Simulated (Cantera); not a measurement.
Input (Python, Cantera) and output of one run.

```python
import numpy as np
import cantera as ct

gas_names = """
    Fe FeO Fe(OH)2 H HO2 H2 H2O H2O2 O OH O2 O3
""".split()
cond_names = """
    Fe(a) Fe(c) Fe(d) Fe(L) FeO(s) FeO(L) Fe(OH)2(s) Fe(OH)3(s) Fe2O3(s) Fe3O4(s) H2O(s) H2O(L)
""".split()


# ... load() reads the species with a 1 bar reference pressure and builds the phases ...
atoms = {
    'Fe2O3': {'Fe': 2, 'O': 3},
    'H2': {'H': 2},
    'H2O': {'H': 2, 'O': 1},
}
top_T = {'Fe2O3(s)': 1830, 'Fe3O4(s)': 1870}  # K; cautious upper limits of use, not melting points


# ... equilibrate(T, P, feed) seeds the gas with the atoms and calls Mixture.equilibrate('TP', solver="vcs", rtol=1e-11, max_steps=5000) ...
results = []
feed = {'Fe2O3': 1, 'H2': 400, 'H2O': 0.078}  # mol
P = 2500  # Pa
for T in [1000, 1050, 1100, 1150, 1200, 1250, 1300, 1350, 1400, 1450, 1500, 1550]:
    mix = equilibrate(T, P, feed)
    results.append((T, P, feed, dict(zip(mix.species_names, mix.species_moles))))
    x = sorted(zip(gas.X, gas.species_names), reverse=True)
    print(f"T = {T:g} K  P = {P:g} Pa  gas = {mix.phase_moles(0):.4g} mol")
    print("   x: " + "  ".join(f"{s} {v:.3e}" for v, s in x if v > 1e-05))
    print("   condensed (mol): " + ("  ".join(f"{mix.phase(i).name} {mix.phase_moles(i):.4g}"
          for i in range(1, mix.n_phases) if mix.phase_moles(i) > 1e-12) or "none"))
```

It prints:

```
T = 1000 K  P = 2500 Pa  gas = 400.1 mol
   x: H2 9.923e-01  H2O 7.693e-03
   condensed (mol): Fe(a) 2
T = 1050 K  P = 2500 Pa  gas = 400.1 mol
   x: H2 9.923e-01  H2O 7.693e-03
   condensed (mol): Fe(a) 2
T = 1100 K  P = 2500 Pa  gas = 400.1 mol
   x: H2 9.923e-01  H2O 7.693e-03
   condensed (mol): Fe(a) 2
T = 1150 K  P = 2500 Pa  gas = 400.1 mol
   x: H2 9.923e-01  H2O 7.693e-03
   condensed (mol): Fe(a) 2
T = 1200 K  P = 2500 Pa  gas = 400.1 mol
   x: H2 9.923e-01  H2O 7.693e-03
   condensed (mol): Fe(c) 2
T = 1250 K  P = 2500 Pa  gas = 400.1 mol
   x: H2 9.923e-01  H2O 7.693e-03
   condensed (mol): Fe(c) 2
T = 1300 K  P = 2500 Pa  gas = 400.1 mol
   x: H2 9.923e-01  H2O 7.693e-03
   condensed (mol): Fe(c) 2
T = 1350 K  P = 2500 Pa  gas = 400.1 mol
   x: H2 9.923e-01  H2O 7.693e-03  H 1.501e-05
   condensed (mol): Fe(c) 2
T = 1400 K  P = 2500 Pa  gas = 400.1 mol
   x: H2 9.923e-01  H2O 7.693e-03  H 3.064e-05
   condensed (mol): Fe(c) 2
T = 1450 K  P = 2500 Pa  gas = 400.1 mol
   x: H2 9.922e-01  H2O 7.693e-03  H 5.958e-05
   condensed (mol): Fe(c) 1.999
T = 1500 K  P = 2500 Pa  gas = 400.1 mol
   x: H2 9.922e-01  H2O 7.693e-03  H 1.109e-04
   condensed (mol): Fe(c) 1.998
T = 1550 K  P = 2500 Pa  gas = 400.1 mol
   x: H2 9.921e-01  H2O 7.693e-03  H 1.984e-04  Fe 1.677e-05
   condensed (mol): Fe(c) 1.993
```

Equilibrium computed with Cantera from the NASA thermochemical tables; the gas is ideal and each condensed phase is pure.
